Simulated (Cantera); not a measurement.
**Gas activation for diamond growth**

An isothermal, constant-pressure homogeneous reactor starts with CH4 : H2 = 0.029 : 1 (molar parts), at 1975 K and 5500 Pa.

Computed with Cantera and GRI-Mech 3.0 (53 species, 325 reactions). GRI-Mech 3.0 stops at C3 and has no aromatics, soot or wall deposition, so with more carbon than oxygen in the feed, carbon stays in small species such as C2H2 where larger ones or solid carbon would form.

| t (s) | x CH4 | x H2 | x H | x C2H2 | x C2H4 |
|---|---|---|---|---|---|
| 0.000400 | 0.0279 | 0.971 | 0.000535 | 4.48e-7 | 2.71e-6 |
| 0.00103 | 0.0273 | 0.971 | 0.00136 | 2.28e-5 | 2.80e-5 |
| 0.00265 | 0.0252 | 0.970 | 0.00303 | 0.000552 | 9.41e-5 |
| 0.00684 | 0.0190 | 0.971 | 0.00432 | 0.00354 | 8.28e-5 |
| 0.0176 | 0.0104 | 0.976 | 0.00478 | 0.00808 | 3.14e-5 |
| 0.0454 | 0.00430 | 0.979 | 0.00524 | 0.0113 | 1.03e-5 |
| 0.117 | 0.00153 | 0.980 | 0.00559 | 0.0128 | 6.15e-6 |
| 0.301 | 0.000548 | 0.980 | 0.00576 | 0.0134 | 5.67e-6 |
| 0.776 | 0.000218 | 0.980 | 0.00581 | 0.0135 | 5.65e-6 |
| 2.00 | 0.000122 | 0.980 | 0.00582 | 0.0136 | 5.66e-6 |
x: mole fraction; the columns are a selection and need not sum to one.

Equilibrium at this temperature and pressure: CH4 0.000110, H2 0.980, H 0.00582, C2H2 0.0136, C2H4 5.66e-6 (gas phase only).
